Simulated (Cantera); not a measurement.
Feed: 1 mol FeS, 34 mol H₂, 4.8 mol N₂, held at 5.00 mbar.

Cantera equilibrium calculation (NASA polynomials, part measured and part estimated; ideal gas, pure solids and liquids). Candidate condensed phases: Fe, FeS, FeS₂, S; 16 gas species. Metal and sulfide melt together well below either melting point, which pure phases cannot show. Mutual solubility and eutectic melting of coexisting phases are not modelled. FeS: taken at fixed stoichiometry. Gases not in the tables: S₃ to S₇. Rates play no part.

x: gas mole fraction; n: condensed amount in mol.

```csv
T (K),x H₂,x N₂,x H₂S,x S₂,n Fe(α),n FeS(s),n Fe(γ),n FeS(l),n Fe(δ)
973,0.876,0.124,0.000774,4.65e-9,0.0300,0.970,0,0,0
1073,0.875,0.124,0.00166,1.70e-7,0.0644,0.936,0,0,0
1173,0.873,0.124,0.00316,3.47e-6,0.123,0.877,0,0,0
1273,0.871,0.124,0.00542,4.41e-5,0,0.785,0.215,0,0
1373,0.867,0.124,0.00852,0.000382,0,0.633,0.367,0,0
1473,0.861,0.123,0.0122,0.00234,0,0,0.682,0.317,0
1573,0.857,0.123,0.0121,(withheld),0,0,(withheld),0,0
1673,0.857,0.122,(withheld),0.00708,0,0,0,0,(withheld)
1773,0.853,0.122,0.00623,0.00758,0,0,0,0,0.844
```

Q: Fill in the missing entries.

A: 
- 1673, x H₂S: 0.00873
- 1673, n Fe(δ): 0.969
- 1573, x S₂: 0.00593
- 1573, n Fe(γ): 0.995
